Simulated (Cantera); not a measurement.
# Adiabatic ignition

An adiabatic, constant-volume homogeneous reactor starts with CH₃OH : O₂ : N₂ = 1 : 2.42 : 9.1 (molar parts), equivalence ratio 0.62, at 1100 K and 5.00 bar.

Computed with Cantera and GRI-Mech 3.0 (53 species, 325 reactions). GRI-Mech 3.0 was tuned for natural gas; its chemistry of methanol as a main component is partial and can be far from experiment.

```json
[
 {"t (s)": "2.00e-6", "T (K)": "1100", "P (bar)": "5.00", "x CH₃OH": "0.0799", "x O₂": "0.193", "x H₂O": "1.02e-9", "x HO₂": "9.71e-10", "x OH": "1.13e-11"},
 {"t (s)": "5.70e-6", "T (K)": "1100", "P (bar)": "5.00", "x CH₃OH": "0.0799", "x O₂": "0.193", "x H₂O": "2.95e-9", "x HO₂": "3.00e-9", "x OH": "1.14e-11"},
 {"t (s)": "1.62e-5", "T (K)": "1100", "P (bar)": "5.00", "x CH₃OH": "0.0799", "x O₂": "0.193", "x H₂O": "8.47e-9", "x HO₂": "9.34e-9", "x OH": "1.15e-11"},
 {"t (s)": "4.62e-5", "T (K)": "1100", "P (bar)": "5.00", "x CH₃OH": "0.0799", "x O₂": "0.193", "x H₂O": "2.43e-8", "x HO₂": "2.92e-8", "x OH": "1.16e-11"},
 {"t (s)": "0.000132", "T (K)": "1100", "P (bar)": "5.00", "x CH₃OH": "0.0799", "x O₂": "0.193", "x H₂O": "6.95e-8", "x HO₂": "8.80e-8", "x OH": "1.16e-11"},
 {"t (s)": "0.000375", "T (K)": "1100", "P (bar)": "5.00", "x CH₃OH": "0.0799", "x O₂": "0.193", "x H₂O": "1.99e-7", "x HO₂": "2.55e-7", "x OH": "1.18e-11"},
 {"t (s)": "0.00107", "T (K)": "1100", "P (bar)": "5.00", "x CH₃OH": "0.0799", "x O₂": "0.193", "x H₂O": "5.90e-7", "x HO₂": "7.26e-7", "x OH": "1.44e-11"},
 {"t (s)": "0.00304", "T (K)": "1100", "P (bar)": "5.00", "x CH₃OH": "0.0799", "x O₂": "0.193", "x H₂O": "2.38e-6", "x HO₂": "2.04e-6", "x OH": "4.07e-11"},
 {"t (s)": "0.00866", "T (K)": "1100", "P (bar)": "5.00", "x CH₃OH": "0.0798", "x O₂": "0.193", "x H₂O": "3.10e-5", "x HO₂": "7.49e-6", "x OH": "4.50e-10"},
 {"t (s)": "0.0247", "T (K)": "2601", "P (bar)": "12.4", "x CH₃OH": "<1e-12", "x O₂": "0.0634", "x H₂O": "0.146", "x HO₂": "1.70e-5", "x OH": "0.00936"},
 {"t (s)": "0.0702", "T (K)": "2601", "P (bar)": "12.4", "x CH₃OH": "<1e-12", "x O₂": "0.0633", "x H₂O": "0.146", "x HO₂": "1.70e-5", "x OH": "0.00936"},
 {"t (s)": "0.200", "T (K)": "2601", "P (bar)": "12.4", "x CH₃OH": "<1e-12", "x O₂": "0.0633", "x H₂O": "0.146", "x HO₂": "1.70e-5", "x OH": "0.00936"}
]
```
x: mole fraction; the columns are a selection and need not sum to one.

The time of steepest temperature rise comes out as 17.0 ms and the temperature at 0.200 s is 2601 K. The equilibrium temperature is 2601 K. The x(CH₃OH) at 0.200 s comes out as <1e-12 (gas-phase equilibrium <1e-12). The x(O₂) at 0.200 s is 0.0633 (gas-phase equilibrium 0.0633) and the x(H₂O) at 0.200 s is 0.146 (gas-phase equilibrium 0.146).
